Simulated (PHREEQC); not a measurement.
Solution (25 °C): 0.09 mol/kgw KH2PO4 and 0.016 mol/kgw K2HPO4. Closed to the air; pH follows from the charge balance.

Model: ion-association model, phreeqc.dat, run in PHREEQC.

```tsv
quantity	before	after
pH	6.07	6.40
HPO4-2 (mol/kgw)	0.0149	0.000160
KHPO4- (mol/kgw)	0.00115	3.23e-7
H3PO4 (mol/kgw)	8.41e-6	5.02e-8
```

### Question
Which change was made?
A. diluted 10-fold with water
B. KH2PO4 from 0.09 to 0.135 mol/kgw
C. temperature from 25 to 30 °C
D. KH2PO4 from 0.09 to 0.009 mol/kgw
E. diluted 100-fold with water

### Answer
E, diluted 100-fold with water

Precipitation was switched off in this run.
